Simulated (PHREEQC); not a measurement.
A made-up water analysis in mg/L, 45 °C, pH 6.51, pe 2.2:

```tsv
constituent	mg/L
Na	4490
K	1080
Ca	755
Mg	1350
Cl	38100
S(6) as SO4	1050
Alkalinity as HCO3	25.2
B	1.19
```

Valence states are taken as typed.

All values are PHREEQC results (ion-association model, phreeqc.dat), not measurements.

Precipitation was switched off in this run.

### Question
What activity of water, density, charge-balance error does the model give?

### Answer
activity of water 0.975; density 1.018 g/cm³; charge-balance error -50.1 %.

### Question
In which forms is Mg present?

### Answer
Mg+2 93 %, MgSO4 6.9 % of the Mg.

The ionic strength is past about 0.7 mol/kgw, beyond the range of this activity model, so the values are rough. Constants without temperature data keep their 25 °C values here.
